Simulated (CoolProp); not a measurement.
The numbers come from the reference Helmholtz-energy equation of state, Leachman 2009 in CoolProp.

Task: Give the vapour pressure (MPa), liquid density (kg/m³), vapour density (kg/m³), liquid cp (kJ/(kg K)) of saturated normal hydrogen at 30.7 K.

Result: 
```json
[
 {"T (K)": "30.7", "p (MPa)": "0.899", "liquid density (kg/m³)": "52.4", "vapour density (kg/m³)": "12.1", "liquid cp (kJ/(kg K))": "30.5"}
]
```
